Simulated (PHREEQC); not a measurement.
A solution holds 0.001 mol/kgw LiOH, 0.051 mol/kgw SrCl2, 0.016 mol/kgw Ba(NO3)2 and 0.0005 mol/kgw HBr, at 45 °C. Closed to the air; pH follows from the charge balance.

The numbers come from PHREEQC with the ion-association model, wateq4f.dat.

```json
[
 {"quantity": "pH", "before": "9.94", "after": "9.69"},
 {"quantity": "SrOH+ (mol/kgw)", "before": "9.62e-6", "after": "5.28e-6"},
 {"quantity": "BaOH+ (mol/kgw)", "before": "1.84e-6", "after": "1.01e-6"}
]
```

**Question.** Name the change that produced these shifts.
(A) 0.0033 mol/kgw KCl added
(B) 0.0023 mol/kgw Na2CO3 added
(C) diluted 2-fold with water
(D) temperature from 45 to 55 °C
(E) HBr from 0.0005 to 0.00055 mol/kgw

**Answer.** D, temperature from 45 to 55 °C

This is a speciation only: nothing precipitates in the calculation. Away from 25 °C the constants follow the database's enthalpies or fits; those with neither stay at their 25 °C values.
